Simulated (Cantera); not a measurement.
Input: 1 mol Al2O3, 50 mol H2, held at 1900 K and 17000 Pa.

Method: chemical equilibrium by Gibbs-energy minimisation in Cantera with the NASA 1993 tables (ideal gas, pure condensed phases). Candidate condensed phases: Al, Al2O3, H2O; 19 gas species. The numbers say what is thermodynamically allowed, not how fast it happens.

Base state: H2 0.998, H 0.00192, H2O 7.41e-5, Al 3.19e-5 (mole fractions); condensed: Al2O3(s).

Question: What changes in the equilibrium state with this change: temperature from 1900 K to 1123 K?

Answer: 
| species | before | after |
|---|---|---|
| H2 | 0.998 | 1.00 |
| H | 0.00192 | 1.03e-7 |
| H2O | 7.41e-5 | <1e-9 |
| Al | 3.19e-5 | <1e-9 |
| Al2O3(s), mol | 0.999 | 1.00 |
